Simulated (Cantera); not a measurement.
A perfectly stirred reactor is fed with NH3 : H2 = 1 : 0.85 (molar parts), at 0.0267 bar; it is held at 1975 K, and followed from long to short residence time.

Cantera simulation using the gas-phase N/H chemistry of the illustrative SiF4/NH3 mechanism in the Surface Chemkin manual (1991); the numbers are that mechanism's predictions, not measurements. Walls and surfaces, which speed up NH3 decomposition in real reactors, are not modelled.

What does this change do: H2 0.85 to 0.55 parts?


| quantity | before | after |
|---|---|---|
| x(NH3) at τ = 1.30 s | 0.231 | 0.262 |
| x(H2) at τ = 1.30 s | 0.668 | 0.621 |
| x(NH) at τ = 1.30 s | 1.24e-5 | 1.30e-5 |
| x(N2) at τ = 1.30 s | 0.100 | 0.116 |
| x(N) at τ = 1.30 s | 9.89e-7 | 9.90e-7 |
| x(NH3) at τ = 24.0 ms | 0.528 | 0.629 |
| x(H2) at τ = 24.0 ms | 0.467 | 0.366 |
| x(NH) at τ = 24.0 ms | 1.37e-5 | 1.44e-5 |
| x(N2) at τ = 24.0 ms | 0.00370 | 0.00457 |
| x(N) at τ = 24.0 ms | 7.29e-7 | 6.97e-7 |

What does this change do: H2 0.85 to 0.26 parts?


```tsv
quantity	before	after
x(NH3) at τ = 1.30 s	0.231	0.302
x(H2) at τ = 1.30 s	0.668	0.560
x(NH) at τ = 1.30 s	1.24e-5	1.36e-5
x(N2) at τ = 1.30 s	0.100	0.137
x(N) at τ = 1.30 s	9.89e-7	9.88e-7
x(NH3) at τ = 24.0 ms	0.528	0.771
x(H2) at τ = 24.0 ms	0.467	0.222
x(NH) at τ = 24.0 ms	1.37e-5	1.47e-5
x(N2) at τ = 24.0 ms	0.00370	0.00580
x(N) at τ = 24.0 ms	7.29e-7	5.90e-7
```
